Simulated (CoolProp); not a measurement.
Dry air at 293.15 K and 2.67 MPa is compressed adiabatically to 5.23 MPa with isentropic efficiency 0.75. Each further row changes one setting.

Model: reference Helmholtz-energy equation of state, Lemmon 2000, in CoolProp. It is a pseudo-pure fit of the blend.

```json
[
 {"case": "as stated", "work (kJ/kg)": "83.2", "final temperature (K)": "[?]", "final density (kg/m³)": "[?]"},
 {"case": "efficiency 1", "work (kJ/kg)": "[?]", "final temperature (K)": "356.4", "final density (kg/m³)": "50.8"},
 {"case": "efficiency 0.65", "work (kJ/kg)": "96.0", "final temperature (K)": "388.2", "final density (kg/m³)": "[?]"}
]
```

**Question.** What belongs in the gaps?

**Answer.** 
- as stated, final temperature (K): 376.0
- as stated, final density (kg/m³): 48.0
- efficiency 1, work (kJ/kg): 62.4
- efficiency 0.65, final density (kg/m³): 46.4
